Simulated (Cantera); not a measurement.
A perfectly stirred reactor is fed with 15.0 % CH3OH, 17.2 % O2, 65.1 % N2, 2.70 % H2O, equivalence ratio 1.3, at 17.0 bar; it is adiabatic with a 473 K inlet, and is followed from long to short residence time, starting on the burning branch (τ in s: 0.025, 0.013, 0.0068, 0.0035, 0.0018, 0.00095, 0.00049, 0.00025, 0.00013, 6.9e-05, 3.6e-05).

Cantera simulation using GRI-Mech 3.0 (53 species, 325 reactions); the numbers are that mechanism's predictions, not measurements. GRI-Mech 3.0 was tuned for natural gas; its chemistry of methanol as a main component is partial and can be far from experiment. The pressure lies above the range GRI-Mech 3.0 was tuned for (to about 10 atm).

Q: Predict: blow-out, bracketed by the residence times tried; x(CH3OH) at τ = 25.0 ms; x(O2) at τ = 25.0 ms; x(H2O) at τ = 25.0 ms; x(CH4) at τ = 25.0 ms; x(HO2) at τ = 25.0 ms; x(CH3OH) at τ = 0.950 ms; x(O2) at τ = 0.950 ms; x(H2O) at τ = 0.950 ms; x(CH4) at τ = 0.950 ms; x(HO2) at τ = 0.950 ms.

A: 
- blow-out, bracketed by the residence times tried = burning at 36.0 µs, the shortest tried
- x(CH3OH) at τ = 25.0 ms = 1.60e-6
- x(O2) at τ = 25.0 ms = 5.86e-5
- x(H2O) at τ = 25.0 ms = 0.253
- x(CH4) at τ = 25.0 ms = 1.96e-5
- x(HO2) at τ = 25.0 ms = 3.93e-8
- x(CH3OH) at τ = 0.950 ms = 1.36e-5
- x(O2) at τ = 0.950 ms = 0.000497
- x(H2O) at τ = 0.950 ms = 0.252
- x(CH4) at τ = 0.950 ms = 1.86e-5
- x(HO2) at τ = 0.950 ms = 1.12e-6
